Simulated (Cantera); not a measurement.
A closed system holds: 1 mol Si, 0.17 mol N₂O, 8.4 mol N₂, at 2023.15 K and 75.0 Torr.

Method: chemical equilibrium by Gibbs-energy minimisation in Cantera with the NASA 1993 tables (ideal gas, pure condensed phases). Candidate condensed phases: Si, SiO₂, Si₂N₂O, Si₃N₄; 16 gas species. The tables' values for SiN are old estimates; treat these amounts as uncertain. Equilibrium is a limit: real reactors are often held back by kinetics, nucleation or transport.

Base state: N₂ 0.980, SiO 0.0194, Si 0.000570, Si₂N 5.65e-5, SiN 4.40e-5 (mole fractions); condensed: Si(l).

What changes in the equilibrium state with this change: N₂O from 0.17 to 1.1 mol?


```json
[
 {"species": "N₂", "before": "0.980", "after": "0.913"},
 {"species": "SiO", "before": "0.0194", "after": "0.0865"},
 {"species": "Si", "before": "0.000570", "after": "2.70e-7"},
 {"species": "Si₂N", "before": "5.65e-5", "after": "<1e-9"},
 {"species": "SiN", "before": "4.40e-5", "after": "2.01e-8"},
 {"species": "Si(l), mol", "before": "0.823", "after": "0"},
 {"species": "SiO₂(l), mol", "before": "0", "after": "0.1000"}
]
```
The tables hold silica as quartz up to 1696 K and as liquid above; real silica turns to tridymite and cristobalite and melts near 1996 K.

What changes in the equilibrium state with this change: temperature from 2023.15 K to 1473.15 K?


| species | before | after |
|---|---|---|
| N₂ | 0.980 | 1.00 |
| SiO | 0.0194 | 2.90e-7 |
| Si | 0.000570 | <1e-9 |
| Si₂N | 5.65e-5 | <1e-9 |
| SiN | 4.40e-5 | <1e-9 |
| Si(l), mol | 0.823 | 0 |
| Si₂N₂O(s), mol | 0 | 0.170 |
| Si₃N₄(s), mol | 0 | 0.220 |
Mutual solubility and eutectic melting of coexisting phases are not modelled.

What changes in the equilibrium state with this change: pressure from 75.0 Torr to 1.00 Torr?


```tsv
species	before	after
N₂	0.980	0.937
Si	0.000570	0.0427
SiO	0.0194	0.0186
Si₃	1.32e-6	9.93e-5
Si₂	6.24e-6	0.000468
SiN	4.40e-5	0.000372
Si(l), mol	0.823	0.416
```
